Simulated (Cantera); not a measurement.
A closed system holds: 1 mol FeS2, 200 mol H2, 0.78 mol H2O, equilibrated at 10.0 mbar.

Cantera equilibrium calculation (NASA polynomials, part measured and part estimated; ideal gas, pure solids and liquids). Candidate condensed phases: Fe, FeO, Fe(OH)2, Fe(OH)3, FeS, FeSO4, FeS2, Fe2O3, Fe2(SO4)3, Fe3O4, H2O, H2SO4, S; 22 gas species. Kinetics and transport are ignored.

At 1475 K, list the 6 most abundant gas species with their mole fractions, and the condensed phases.

H2 0.986, H2S 0.00871, H2O 0.00388, S2 0.000462, SH 0.000313, H 0.000129. Condensed: Fe(γ).
